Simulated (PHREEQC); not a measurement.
Consider water at 25 °C with 0.004 mol/kgw Cu(NO3)2. Closed to the air; pH follows from the charge balance.

The numbers come from PHREEQC with the ion-association model, wateq4f.dat.

Precipitation was switched off in this run.

Estimate the pH.

pH 4.97.

Complexes and solids missing from the database can't appear.
